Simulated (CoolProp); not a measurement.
The numbers come from the reference Helmholtz-energy equation of state, Beckmüller 2019 in CoolProp.

Problem. For n-octane, give the phase and the speed of sound (m/s), Prandtl number at 139.75 °C and 101 kPa; 197.05 °C and 101 kPa; 220.05 °C and 101 kPa.

Solution. 
- 139.75 °C and 101 kPa: gas; speed of sound 168, Prandtl number 0.795
- 197.05 °C and 101 kPa: gas; speed of sound 183, Prandtl number 0.773
- 220.05 °C and 101 kPa: gas; speed of sound 188, Prandtl number 0.766

Viscosity comes from a separate model (Huber 2004). Thermal conductivity comes from a separate model (Huber 2005).
